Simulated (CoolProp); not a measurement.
A simple Rankine cycle with water: condensing at 305.15 K, boiler at 1.55 MPa, turbine inlet 622.9 K, turbine efficiency 0.8, pump efficiency 0.6, no recuperator. Each further row changes one setting.

Model: reference Helmholtz-energy equation of state, Wagner 2002, in CoolProp.

| case | thermal efficiency (%) | net work (kJ/kg) | heat in (kJ/kg) | turbine exit temperature (K) | volume ratio over the turbine |
|---|---|---|---|---|---|
| as stated | 26.3 | 791 | 3010 | 305.1 | 150 |
| turbine inlet 642.9 K | 26.5 | 809 | 3050 | 305.1 | 146 |
| condensing temperature 297.15 K | 27.4 | 833 | 3040 | 297.1 | 230 |
| boiler pressure 1.08 MPa | 25.0 | 756 | 3020 | 305.1 | 106 |
| turbine efficiency 0.7 | 23.0 | 692 | 3010 | 305.1 | 157 |

The expansion ends wet for: as stated; turbine inlet 642.9 K; condensing temperature 297.15 K; boiler pressure 1.08 MPa; turbine efficiency 0.7.
